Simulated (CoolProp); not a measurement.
Model: reference Helmholtz-energy equation of state, Leachman 2009, in CoolProp.

Give the vapour pressure (MPa), vapour density (kg/m³), enthalpy of vaporisation (kJ/kg), liquid viscosity (µPa s) of saturated normal hydrogen at -242.95 °C.


```csv
T (°C),p (MPa),vapour density (kg/m³),enthalpy of vaporisation (kJ/kg),liquid viscosity (µPa s)
-242.95,0.831,10.9,294,6.26
```

Viscosity comes from a separate model (Muzny 2013).
